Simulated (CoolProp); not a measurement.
Values from CoolProp's reference Helmholtz-energy equation of state, McLinden 2015.

Question: For the fluoroketone C6F12O (FK-5-1-12), give the phase and the density (kg/m³), cv (kJ/(kg K)), Joule-Thomson coefficient (K/MPa), isothermal compressibility (1/MPa) at 188.95 °C and 3.45 bar; 211.75 °C and 3.45 bar.

Answer: 
- 188.95 °C and 3.45 bar: gas; density 30.1, cv 1.00, Joule-Thomson coefficient 7.52, isothermal compressibility 3.08
- 211.75 °C and 3.45 bar: gas; density 28.4, cv 1.03, Joule-Thomson coefficient 6.41, isothermal compressibility 3.04
